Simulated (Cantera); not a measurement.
A freely propagating, adiabatic, planar premixed flame of H₂ : O₂ : N₂ = 1 : 0.909 : 3.42 (molar parts), equivalence ratio 0.55, unburnt at 698 K and 750 Torr; mixture-averaged transport, grid criteria slope 0.08 and curve 0.16, no radiation.

Computed with Cantera and the H2/O2 subset of GRI-Mech 3.0, which has no nitrogen chemistry. Burning velocities carry a grid error of a few per cent, more on coarse grids. Lean hydrogen flames are cellular in practice and burn faster than this planar one.

Task: How do the results move with these cheaper or finer settings: unity-Lewis-number transport; multicomponent transport; multicomponent+Soret transport; grid criteria slope 0.5, curve 1; grid criteria slope 0.25, curve 0.5; grid criteria slope 0.03, curve 0.06?

Result: 
```tsv
setting	laminar burning velocity	thermal thickness	peak x(H)	peak x(H₂O₂)	grid points
as above	586 cm/s	0.461 mm	0.0226	1.06e-5	126
unity-Lewis-number transport	444 cm/s	0.320 mm	0.0293	7.04e-6	120
multicomponent transport	580 cm/s	0.457 mm	0.0225	1.07e-5	127
multicomponent+Soret transport	547 cm/s	0.454 mm	0.0216	1.12e-5	127
grid criteria slope 0.5, curve 1	823 cm/s	0.624 mm	0.0260	7.73e-6	40
grid criteria slope 0.25, curve 0.5	692 cm/s	0.531 mm	0.0241	9.24e-6	57
grid criteria slope 0.03, curve 0.06	568 cm/s	0.449 mm	0.0223	1.08e-5	273
```
Unity Lewis numbers drop preferential diffusion, which matters most where H2 and H carry the flame; Soret adds thermal diffusion.
